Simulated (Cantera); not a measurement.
A perfectly stirred reactor is fed with H2 : O2 : N2 = 1 : 1.02 : 3.84 (molar parts), equivalence ratio 0.49, at 5.00 bar; it is adiabatic with a 375 K inlet, and is followed from long to short residence time, starting on the burning branch (τ in s: 0.035, 0.015, 0.0066, 0.0028, 0.0012, 0.00052, 0.00023, 9.7e-05, 4.2e-05, 1.8e-05, 7.7e-06).

Computed with Cantera and the H2/O2 subset of GRI-Mech 3.0, which has no nitrogen chemistry. The hydrogen kinetics of GRI-Mech 3.0 are dated; newer H2 mechanisms differ, most at raised pressure.

### Question
What does this change do: pressure from 5.00 bar to 1.70 bar?

### Answer
| quantity | before | after |
|---|---|---|
| blow-out, bracketed by the residence times tried | burning at 18.0 µs, out at 7.70 µs | burning at 42.0 µs, out at 18.0 µs |
| x(H2) at τ = 35.0 ms | 8.38e-5 | 0.000191 |
| x(O2) at τ = 35.0 ms | 0.0969 | 0.0967 |
| x(H2O) at τ = 35.0 ms | 0.186 | 0.186 |
| x(O) at τ = 35.0 ms | 2.90e-5 | 0.000128 |
| x(H) at τ = 35.0 ms | 2.34e-6 | 1.67e-5 |
| x(H2) at τ = 0.520 ms | 0.00139 | 0.00298 |
| x(O2) at τ = 0.520 ms | 0.0968 | 0.0963 |
| x(H2O) at τ = 0.520 ms | 0.184 | 0.180 |
| x(O) at τ = 0.520 ms | 0.000452 | 0.00197 |
| x(H) at τ = 0.520 ms | 0.000137 | 0.00104 |
